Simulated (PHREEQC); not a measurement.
# Buffer: an equilibrium model

Solution (20 °C): 32 mmol/kgw KHCO3, 0.09 mmol/kgw Na2B4O7 and 105 mmol/kgw KCl. Closed to the air; pH follows from the charge balance.

All values are PHREEQC results (ion-association model, phreeqc.dat), not measurements.

This is a speciation only: nothing precipitates in the calculation.

Q: Estimate the pH.

A: pH 8.22.

Q: In which forms is Na present?

A: Na+ 99 %, NaHCO3 1.0 % of the Na.
